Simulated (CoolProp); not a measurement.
Saturation properties of fluoroethane (R161).

Computed with CoolProp (reference Helmholtz-energy equation of state, Wu 2012).

```
T (K)  p (bar)  liquid density (kg/m³)  vapour density (kg/m³)  enthalpy of vaporisation (kJ/kg)  surface tension (mN/m)
-----  -------  ----------------------  ----------------------  --------------------------------  ----------------------
265.2    3.331                   772.5                   7.897                             389.8                    13.8
270.8    4.039                   763.1                   9.499                             382.3                    13.0
276.4    4.855                   753.3                   11.35                             374.4                    12.2
282      5.790                   743.1                   13.47                             366.1                    11.5
287.5    6.834                   732.7                   15.86                             357.6                    10.7
293.1    8.034                   721.6                   18.63                             348.5                    9.96
298.7    9.384                   709.9                   21.80                             339.0                    9.21
304.3    10.90                   697.6                   25.40                             328.9                    8.47
309.9    12.58                   684.6                   29.51                             318.3                    7.73
315.5    14.45                   670.9                   34.20                             307.1                    7.00
321.1    16.51                   656.3                   39.55                             295.2                    6.27
```

It boils at 235.6 K under 1 atm.

Surface tension comes from a separate correlation (Mulero 2012).
